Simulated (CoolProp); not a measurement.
The numbers come from the reference Helmholtz-energy equation of state, Guder 2009 in CoolProp.

Task: Give the vapour pressure (MPa), liquid density (kg/m³), enthalpy of vaporisation (kJ/kg), liquid cp (kJ/(kg K)) of saturated sulfur hexafluoride at -14.45, 11.45, 30.85 °C.

Result: 
```csv
T (°C),p (MPa),liquid density (kg/m³),enthalpy of vaporisation (kJ/kg),liquid cp (kJ/(kg K))
-14.45,0.821,1650,93.4,0.962
11.45,1.70,1470,75.1,1.13
30.85,2.71,1270,53.9,1.52
```
